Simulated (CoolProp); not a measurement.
Vapour-liquid equilibrium of n-heptane (1) + ethylbenzene (2) at 0.701 MPa; x and y are mole fractions of (1).

Model: multi-fluid Helmholtz-energy mixture model, Span 2003 and Zhou 2012; pair parameters Bell 2016, in CoolProp.

| x | bubble temperature (K) | y at the bubble point | dew temperature at overall composition x (K) | liquid density (mol/L) |
|---|---|---|---|---|
| 0.05 | 495.8 | 0.102 | [?] | 6.170 |
| 0.2 | 485.5 | 0.344 | 491.7 | 6.032 |
| 0.35 | [?] | 0.520 | [?] | 5.881 |
| 0.5 | 470.7 | [?] | 478.3 | 5.724 |
| 0.65 | 465.1 | 0.773 | 471.1 | 5.567 |
| 0.8 | 460.2 | 0.875 | 463.8 | 5.414 |
| 0.95 | 455.8 | [?] | 456.7 | 5.266 |

Problem. Some entries are withheld; supply them.

Solution. 
- 0.05, dew temperature at overall composition x (K): 497.9
- 0.35, bubble temperature (K): 477.4
- 0.35, dew temperature at overall composition x (K): 485.2
- 0.5, y at the bubble point: 0.658
- 0.95, y at the bubble point: 0.969

No azeotrope shows between x = 0.05 and 0.95.

The pair parameters rest on a limited set of measurements; away from them the model extrapolates.
